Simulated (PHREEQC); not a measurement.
Consider water at 25 °C with 0.018 mol/kgw NH3 and 0.012 mol/kgw K2CO3. Closed to the air; pH follows from the charge balance.

All values are PHREEQC results (ion-association model, wateq4f.dat), not measurements.

```json
[
 {"quantity": "pH", "before": "11.09", "after": "10.16"},
 {"quantity": "ionic strength (mol/kgw)", "before": "0.0352", "after": "0.0319"}
]
```

### Question
Name the change that produced these shifts.
A. K2CO3 from 0.012 to 0.0108 mol/kgw
B. K2CO3 left out
C. temperature from 25 to 80 °C
D. NH3 from 0.018 to 0.036 mol/kgw
E. NH3 left out

### Answer
C, temperature from 25 to 80 °C

This is a speciation only: nothing precipitates in the calculation. Carbamate, which ammonia and carbonate form, is missing from the database. Away from 25 °C the constants follow the database's enthalpies or fits; those with neither stay at their 25 °C values.
